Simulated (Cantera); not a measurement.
A closed system holds: 1 mol c-C₄F₈, 0.71 mol CH₄, 5.3 mol H₂, 1.5 mol F₂, held at 2527 °C and 13.3 mbar.

Equilibrium computed with Cantera from the NASA thermochemical tables; the gas is ideal and each condensed phase is pure. Candidate condensed phases: C, C₆H₆, C₇H₈, C₈H₁₈; 95 gas species. The feed counts by its element totals alone. Rates play no part.

Base state: HF 0.818, H 0.129, H₂ 0.0334, F 0.0133, C₃ 0.00237, C₂H₂ (acetylene) 0.00111, CF 0.000985, C₂H 0.000545 (mole fractions); condensed: C(graphite).

Problem. What changes in the equilibrium state with this change: c-C₄F₈ replaced by CH₃Cl?

Solution. 
```
species              before    after
-----------------  --------  -------
H                     0.129    0.384
H₂                   0.0334    0.294
HF                    0.818    0.229
HCl                       0   0.0404
Cl                        0   0.0364
F                    0.0133  0.00126
C₂HCl                     0  2.38e-5
CF₂                 4.10e-5  3.65e-7
CF                 0.000985  9.30e-5
C₂H₂ (acetylene)    0.00111  0.00980
C₂H₂ (vinylidene)   2.14e-6  1.88e-5
C(graphite), mol       4.54     1.30
```
